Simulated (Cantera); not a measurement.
An adiabatic, constant-pressure homogeneous reactor starts with 8.06 % CH₄, 18.8 % O₂, 70.4 % N₂, 2.74 % H₂O, at 1775 K and 1.20 bar.

Detailed kinetics in Cantera: GRI-Mech 3.0 (53 species, 325 reactions).

One state of this run: T (K) = 2631; x CH₄ = <1e-12; x O₂ = 0.0425; x NO = 0.000294; x H = 0.0153; x H₂ = 0.0188; x HO₂ = 7.62e-6; x CH₂O = 2.20e-10. x: mole fraction; the columns are a selection and need not sum to one.

Which value of t (s) does it belong to?
(A) 0.0127
(B) 1.79e-5
(C) 0.000476
(D) 0.000160

D, 0.000160
